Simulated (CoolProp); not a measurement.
R1233zd(E) at 293.15 K and 7.79 MPa is throttled through a valve to 5.01 MPa with no heat exchange. Each further row changes one setting.

Values from CoolProp's reference Helmholtz-energy equation of state, Akasaka 2022.

| case | temperature change (K) | final density (kg/m³) |
|---|---|---|
| as stated | +0.9 | 1290 |
| outlet pressure 1.5 MPa | +2.0 | 1270 |
| outlet pressure 6.51 MPa | +0.4 | 1290 |
